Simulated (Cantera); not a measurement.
A freely propagating, adiabatic, planar premixed flame of H2 : O2 : N2 = 1 : 0.725 : 2.72 (molar parts), unburnt at 700 K and 290000 Pa; mixture-averaged transport, grid criteria slope 0.08 and curve 0.16, no radiation.

Model: the H2/O2 subset of GRI-Mech 3.0, which has no nitrogen chemistry, integrated in Cantera. The hydrogen kinetics of GRI-Mech 3.0 are dated; newer H2 mechanisms differ, most at raised pressure. Burning velocities carry a grid error of a few per cent, more on coarse grids. Lean hydrogen flames are cellular in practice and burn faster than this planar one.

What does this change do: O2 0.725 to 0.94 parts?


```json
[
 {"quantity": "laminar burning velocity", "before": "687 cm/s", "after": "640 cm/s"},
 {"quantity": "thermal thickness", "before": "0.120 mm", "after": "0.108 mm"},
 {"quantity": "peak x(HO2)", "before": "0.000543", "after": "0.000622"},
 {"quantity": "peak x(H)", "before": "0.0225", "after": "0.0167"},
 {"quantity": "peak x(H2O2)", "before": "3.42e-5", "after": "4.38e-5"}
]
```

What does this change do: inlet temperature 700 to 550 K?


```tsv
quantity	before	after
laminar burning velocity	687 cm/s	359 cm/s
thermal thickness	0.120 mm	0.109 mm
peak x(HO2)	0.000543	0.000655
peak x(H)	0.0225	0.0150
peak x(H2O2)	3.42e-5	6.56e-5
```

What does this change do: inlet temperature 700 to 375 K?


| quantity | before | after |
|---|---|---|
| laminar burning velocity | 687 cm/s | 135 cm/s |
| thermal thickness | 0.120 mm | 0.108 mm |
| peak x(HO2) | 0.000543 | 0.000681 |
| peak x(H) | 0.0225 | 0.00774 |
| peak x(H2O2) | 3.42e-5 | 0.000121 |
